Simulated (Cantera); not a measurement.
Feed: 1 mol Ta₂O₅, 1.3 mol CO, equilibrated at 902 °C.

These are equilibrium values from Cantera (NASA tables, ideal gas, pure condensed phases), not measurements of a reactor. Candidate condensed phases: C, Ta, TaC, Ta₂O₅; 15 gas species. Mutual solubility and eutectic melting of coexisting phases are not modelled. TaC: taken at fixed stoichiometry. Condensed phases not in the tables: Ta₂C. Equilibrium is a limit: real reactors are often held back by kinetics, nucleation or transport.

x: gas mole fraction; n: condensed amount in mol.

| P (Pa) | x CO | x CO₂ | n Ta₂O₅(s) | n TaC(s) | n C(graphite) |
|---|---|---|---|---|---|
| 10 | 1.000 | 0.000156 | 1.000 | 0 | 0 |
| 36 | 1.000 | 0.000224 | 1.000 | 0 | 0 |
| 130 | 1.000 | 0.000324 | 1.000 | 0 | 0 |
| 460 | 1.000 | 0.000464 | 1.000 | 0.000172 | 0 |
| 1700 | 0.999 | 0.000674 | 1.000 | 0.000250 | 0 |
| 6000 | 0.998 | 0.00162 | 1.00 | 0 | (withheld) |
| 22000 | 0.994 | 0.00589 | 1.00 | 0 | (withheld) |
| 77000 | 0.980 | 0.0200 | 1.00 | 0 | (withheld) |
| 280000 | 0.934 | 0.0661 | 1.00 | 0 | (withheld) |
| 1000000 | 0.819 | 0.181 | 1.00 | 0 | (withheld) |

Problem. Fill in the missing entries.

Solution. 
- 6000, n C(graphite): 0.00210
- 22000, n C(graphite): 0.00761
- 77000, n C(graphite): 0.0255
- 280000, n C(graphite): 0.0806
- 1000000, n C(graphite): 0.200
